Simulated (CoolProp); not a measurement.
A single-stage vapour-compression cycle with cyclopropane: evaporating at 311.15 K (dew point), condensing at 339.15 K (bubble point), superheat 2 K, subcooling 5 K, compressor efficiency 0.65, no pressure losses. Each further row changes one setting.

Model: reference Helmholtz-energy equation of state, Polt 1992, in CoolProp. This equation is an older, rougher fit; its heat capacities, sound speeds and derivatives of the liquid may be far off and weren't checked against measurements.

```
case                              cooling COP  pressure ratio  discharge temperature (K)  refrigerating effect (kJ/kg)  volumetric capacity (kJ/m³)
--------------------------------  -----------  --------------  -------------------------  ----------------------------  ---------------------------
as stated                                6.37            1.89                      356.3                           329                         6410
evaporating temperature 316.15 K         8.01               …                      353.3                             …                         7320
condensing temperature 334.15 K          7.96               …                      349.1                           342                         6660
subcooling 10 K                          6.62            1.89                      356.3                           342                         6660
superheat 12 K                           6.35            1.89                      366.2                           347                         6400
compressor efficiency 0.55               5.39            1.89                      360.8                           329                         6410
```

Question: Some entries are withheld; supply them.

Answer: 
- evaporating temperature 316.15 K, pressure ratio: 1.67
- evaporating temperature 316.15 K, refrigerating effect (kJ/kg): 333
- condensing temperature 334.15 K, pressure ratio: 1.70
